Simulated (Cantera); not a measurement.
Charge: 1 mol AlN, 0.025 mol Cl2, 0.037 mol O2, at 900 °C and 0.360 bar.

Equilibrium computed with Cantera from the NASA thermochemical tables; the gas is ideal and each condensed phase is pure. Candidate condensed phases: Al, AlCl3, AlN, Al2O3; 24 gas species. Mutual solubility and eutectic melting of coexisting phases are not modelled. The tables' values for AlCl2 are old estimates; treat these amounts as uncertain. Rates play no part.

Base state: N2 0.665, AlCl3 0.335, Al2Cl6 0.000534, AlCl2 4.63e-5 (mole fractions); condensed: AlN(s) + Al2O3(s).

Question: What changes in the equilibrium state with this change: 0.017 mol H2 added?

Answer: 
| species | before | after |
|---|---|---|
| N2 | 0.665 | 0.478 |
| AlCl3 | 0.335 | 0.216 |
| H2 | 0 | 0.205 |
| HCl | 0 | 0.101 |
| Al2Cl6 | 0.000534 | 0.000222 |
| AlCl2 | 4.63e-5 | 3.65e-5 |
| AlN(s), mol | 0.934 | 0.936 |
| Al2O3(s), mol | 0.0247 | 0.0247 |
Further candidate phases: H2O, NH4Cl.

Question: What changes in the equilibrium state with this change: pressure from 0.360 bar to 1.00 bar?

Answer: 
| species | before | after |
|---|---|---|
| N2 | 0.665 | 0.665 |
| AlCl3 | 0.335 | 0.333 |
| Al2Cl6 | 0.000534 | 0.00147 |
| AlCl2 | 4.63e-5 | 2.77e-5 |
| AlN(s), mol | 0.934 | 0.934 |
| Al2O3(s), mol | 0.0247 | 0.0247 |
